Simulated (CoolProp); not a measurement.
Properties of carbonyl sulfide along the isotherm 296.1 K.

Computed with CoolProp (reference Helmholtz-energy equation of state, Lemmon 2006). It is a short technical equation, of lower accuracy than the large ones.

```csv
p (bar),phase,density (kg/m³),cp (kJ/(kg K)),isothermal compressibility (1/MPa),fugacity coefficient
1.01,gas,2.493,0.6995,10.02,0.9888
1.63,gas,4.052,0.7064,6.252,0.9819
2.63,gas,[?],[?],3.924,0.9708
4.25,gas,10.91,0.7391,2.482,0.9528
6.86,gas,[?],0.7794,1.601,0.9237
11.1,gas,31.59,0.8747,1.079,[?]
17.9,liquid,[?],1.353,0.004041,0.5961
28.9,liquid,1003,1.340,[?],0.3792
46.7,liquid,1010,1.321,0.003599,0.2450
75.5,liquid,[?],1.296,0.003254,0.1624
122,liquid,1034,1.264,0.002830,0.1123
197,liquid,1054,1.227,0.002353,0.08285
318,liquid,1081,1.188,0.001867,0.06766
```

**Question.** Fill in the missing entries.

**Answer.** 
- 2.63, density (kg/m³): 6.617
- 2.63, cp (kJ/(kg K)): 0.7182
- 6.86, density (kg/m³): 18.25
- 11.1, fugacity coefficient: 0.8763
- 17.9, density (kg/m³): 998.6
- 28.9, isothermal compressibility (1/MPa): 0.003858
- 75.5, density (kg/m³): 1020
